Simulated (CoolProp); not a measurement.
The numbers come from the reference Helmholtz-energy equation of state, Lemmon 2006 in CoolProp. It is a short technical equation, of lower accuracy than the large ones.

Problem. For CH3F (R41), give the phase and the cv (kJ/(kg K)), speed of sound (m/s) at 139.65 °C and 0.0396 MPa; -30.05 °C and 0.0186 MPa.

Solution. 
- 139.65 °C and 0.0396 MPa: gas; cv 1.08, speed of sound 351
- -30.05 °C and 0.0186 MPa: gas; cv 0.789, speed of sound 279
